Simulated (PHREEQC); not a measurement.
# Copper plating or etch bath

Dissolve 26 mmol/kgw CuCl2 and 0.23 mmol/kgw NaCl at 25 °C. Closed to the air; pH follows from the charge balance.

Model: ion-association model, wateq4f.dat, run in PHREEQC.

No solid was allowed to form.

Problem. Predict the pH.

Solution. pH 4.54.

Problem. In which forms is Cu present?

Solution. Cu+2 94 %, CuCl+ 5.5 % of the Cu.

Examples of supersaturated solids here: Atacamite. Others may be too.
